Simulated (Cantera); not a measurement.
Charge: 1 mol TiCl₄, a varied amount of CH₄, equilibrated at 1548 K and 43.0 Pa.

Method: chemical equilibrium by Gibbs-energy minimisation in Cantera with the NASA 1993 tables (ideal gas, pure condensed phases). Candidate condensed phases: C, C₆H₆, C₇H₈, C₈H₁₈, Ti, TiC, TiCl₂, TiCl₃, TiCl₄; 96 gas species. TiC: taken at fixed stoichiometry. The numbers say what is thermodynamically allowed, not how fast it happens.

### Question
Which condensed phases are stable at each of these points (n(CH₄) (mol)): 0.11, 0.35, 0.6, 0.85, 1.1, 1.3, 1.6, 1.8, 2.1, 2.3, 2.6?

### Answer
```csv
n(CH₄) (mol),condensed phases,Ti condensed (%)
0.11,C(graphite),0.0
0.35,C(graphite) + TiC(s),14.2
0.6,C(graphite) + TiC(s),39.0
0.85,C(graphite) + TiC(s),59.8
1.1,C(graphite) + TiC(s),75.2
1.3,C(graphite) + TiC(s),83.4
1.6,C(graphite) + TiC(s),90.6
1.8,C(graphite) + TiC(s),93.3
2.1,C(graphite) + TiC(s),95.6
2.3,C(graphite) + TiC(s),96.5
2.6,C(graphite) + TiC(s),97.5
```

At 0.11 mol CH₄ the condensed part is C(graphite). From 0.35 mol CH₄ to 2.6 mol CH₄ the condensed part is C(graphite) + TiC(s).
